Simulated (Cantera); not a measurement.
An isothermal, constant-pressure homogeneous reactor starts with CO : O2 : H2O : N2 = 0.0061 : 0.016 : 0.0013 : 1 (molar parts), at 1450 K and 1.00 bar.

Cantera simulation using GRI-Mech 3.0 (53 species, 325 reactions); the numbers are that mechanism's predictions, not measurements.

x: mole fraction; the columns are a selection and need not sum to one.

```csv
t (s),x CO,x O2,x H2O,x H2,x OH,x NO2,x HO2
1.00e-5,0.00596,0.0156,0.00127,<1e-12,2.40e-11,<1e-12,1.53e-11
3.59e-5,0.00596,0.0156,0.00127,<1e-12,1.63e-10,<1e-12,5.32e-11
0.000129,0.00596,0.0156,0.00127,1.26e-11,1.53e-9,<1e-12,2.00e-10
0.000464,0.00596,0.0156,0.00127,6.54e-10,___,<1e-12,___
0.00167,0.00595,0.0156,0.00127,1.93e-7,3.29e-6,<1e-12,2.68e-7
0.00599,0.00167,0.0132,0.00111,2.91e-5,0.000133,1.36e-9,1.51e-6
0.0215,0.000124,0.0127,0.00125,2.71e-6,4.04e-5,7.72e-9,4.10e-7
0.0774,9.01e-6,0.0127,0.00127,2.56e-7,1.31e-5,1.18e-8,5.24e-8
0.278,6.95e-7,0.0127,0.00127,3.64e-8,5.09e-6,6.41e-9,6.29e-9
1.00,___,0.0127,0.00127,___,___,___,___
```

### Question
Fill in the missing entries.

### Answer

- 0.000464, x OH: 2.13e-8
- 0.000464, x HO2: 1.95e-9
- 1.00, x CO: 1.42e-7
- 1.00, x H2: 1.20e-8
- 1.00, x OH: 2.95e-6
- 1.00, x NO2: 3.49e-9
- 1.00, x HO2: 2.02e-9
